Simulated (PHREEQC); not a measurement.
Make-up at 29 °C: 0.05 mol/kgw AgF and 0.058 mol/kgw KNO3. Closed to the air; pH follows from the charge balance.

All values are PHREEQC results (ion-association model, wateq4f.dat), not measurements.

Each row changes one thing in this solution. No solid was allowed to form.

```
case                                pH  AgF (mol/kgw)  AgNO3 (mol/kgw)  HF (mol/kgw)  AgOH (mol/kgw)  HF2- (mol/kgw)  SI of Ag2O (Ag2O)
--------------------------------  ----  -------------  ---------------  ------------  --------------  --------------  -----------------
as made                           7.56        0.00272         0.000775       1.57e-6         1.26e-6         3.00e-7              -0.25
diluted 10-fold with water        7.32        4.23e-5          1.18e-5       3.44e-7         9.20e-8         6.76e-9              -2.55
KNO3 from 0.058 to 0.087 mol/kgw     ?        0.00258          0.00110       1.53e-6         1.22e-6         2.96e-7              -0.28
AgF from 0.05 to 0.005 mol/kgw    7.28        3.29e-5          9.08e-5       3.28e-7         7.39e-8         6.54e-9                  ?
diluted 100-fold with water       7.05        4.98e-7          1.38e-7       6.93e-8         5.39e-9        1.37e-10              -5.02
```

Task: Fill in the missing entries.

Result: 
- KNO3 from 0.058 to 0.087 mol/kgw, pH: 7.55
- AgF from 0.05 to 0.005 mol/kgw, SI of Ag2O (Ag2O): -2.73

Species that the database lacks are ignored.
